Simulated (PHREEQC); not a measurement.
Solution (25 °C): 0.002 mol/kgw AlCl3. Closed to the air; pH follows from the charge balance.

The numbers come from PHREEQC with the ion-association model, phreeqc.dat.

Each row changes one thing in this solution. No solid was allowed to form.

```json
[
 {"case": "as made", "pH": "3.96", "ionic strength (mol/kgw)": "0.0118", "Al+3 (mol/kgw)": "0.00188", "AlOH+2 (mol/kgw)": "0.000110", "Al(OH)2+ (mol/kgw)": "5.67e-6", "Al(OH)3 (mol/kgw)": "6.82e-9", "SI of Gibbsite (Al(OH)3)": "+0.67"},
 {"case": "AlCl3 replaced by Al2(SO4)3 at the same molality", "pH": "4.13", "ionic strength (mol/kgw)": "0.0120", "Al+3 (mol/kgw)": "0.000994", "AlOH+2 (mol/kgw)": "8.48e-5", "Al(OH)2+ (mol/kgw)": "6.43e-6", "Al(OH)3 (mol/kgw)": "1.14e-8", "SI of Gibbsite (Al(OH)3)": "+0.89"},
 {"case": "AlCl3 from 0.002 to 0.0018 mol/kgw", "pH": "3.98", "ionic strength (mol/kgw)": "0.0106", "Al+3 (mol/kgw)": "0.00169", "AlOH+2 (mol/kgw)": "0.000104", "Al(OH)2+ (mol/kgw)": "(withheld)", "Al(OH)3 (mol/kgw)": "7.18e-9", "SI of Gibbsite (Al(OH)3)": "+0.69"},
 {"case": "0.0033 mol/kgw NaOH added", "pH": "(withheld)", "ionic strength (mol/kgw)": "0.00710", "Al+3 (mol/kgw)": "0.000183", "AlOH+2 (mol/kgw)": "0.000500", "Al(OH)2+ (mol/kgw)": "0.00120", "Al(OH)3 (mol/kgw)": "6.42e-5", "SI of Gibbsite (Al(OH)3)": "(withheld)"},
 {"case": "0.00023 mol/kgw NaHCO3 added", "pH": "4.31", "ionic strength (mol/kgw)": "0.0115", "Al+3 (mol/kgw)": "0.00175", "AlOH+2 (mol/kgw)": "0.000228", "Al(OH)2+ (mol/kgw)": "(withheld)", "Al(OH)3 (mol/kgw)": "7.16e-8", "SI of Gibbsite (Al(OH)3)": "+1.69"},
 {"case": "AlCl3 from 0.002 to 0.001 mol/kgw", "pH": "4.08", "ionic strength (mol/kgw)": "0.00583", "Al+3 (mol/kgw)": "0.000916", "AlOH+2 (mol/kgw)": "7.78e-5", "Al(OH)2+ (mol/kgw)": "5.79e-6", "Al(OH)3 (mol/kgw)": "9.47e-9", "SI of Gibbsite (Al(OH)3)": "+0.81"},
 {"case": "0.0024 mol/kgw Na2SO4 added", "pH": "4.14", "ionic strength (mol/kgw)": "0.0126", "Al+3 (mol/kgw)": "0.000861", "AlOH+2 (mol/kgw)": "7.50e-5", "Al(OH)2+ (mol/kgw)": "5.82e-6", "Al(OH)3 (mol/kgw)": "1.06e-8", "SI of Gibbsite (Al(OH)3)": "+0.86"},
 {"case": "temperature from 25 to 50 °C", "pH": "3.61", "ionic strength (mol/kgw)": "0.0115", "Al+3 (mol/kgw)": "0.00176", "AlOH+2 (mol/kgw)": "0.000210", "Al(OH)2+ (mol/kgw)": "3.14e-5", "Al(OH)3 (mol/kgw)": "7.86e-8", "SI of Gibbsite (Al(OH)3)": "+0.86"}
]
```

Problem. Fill in the missing entries.

Solution. 
- AlCl3 from 0.002 to 0.0018 mol/kgw, Al(OH)2+ (mol/kgw): 5.70e-6
- 0.0033 mol/kgw NaOH added, pH: 5.60
- 0.0033 mol/kgw NaOH added, SI of Gibbsite (Al(OH)3): +4.64
- 0.00023 mol/kgw NaHCO3 added, Al(OH)2+ (mol/kgw): 2.66e-5

Some of these states are supersaturated (in Gibbsite (slow to form), Al(OH)3(a), for instance). Away from 25 °C the constants follow the database's enthalpies or fits; those with neither stay at their 25 °C values.
